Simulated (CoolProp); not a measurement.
n-dodecane at several states: fugacity coefficient from the reference equation and from simpler models built on Tc = 385.0 °C, pc = 1.818 MPa, ω = 0.574; each cubic takes its own stable root.

Model: reference Helmholtz-energy equation of state, Lemmon 2004, in CoolProp. It is a short technical equation, of lower accuracy than the large ones.

```tsv
T (°C)	p (MPa)	phase	reference
23.95	0.141	liquid	0.0001176
5.95	0.499	liquid	6.718e-6
69.45	9.79	liquid	9.317e-5
217.75	0.0389	gas	0.9742
190.85	1.75	liquid	0.03274
```

How far does each simpler model (Soave-Redlich-Kwong, Peng-Robinson) lie from the reference over these 5 states: mean and median of the absolute difference, and the worst?


- Soave-Redlich-Kwong: mean 6.5 %, median 3.8 %, worst +19.4 % at 69.45 °C and 9.79 MPa
- Peng-Robinson: mean 20.4 %, median 23.4 %, worst +43.9 % at 5.95 °C and 0.499 MPa
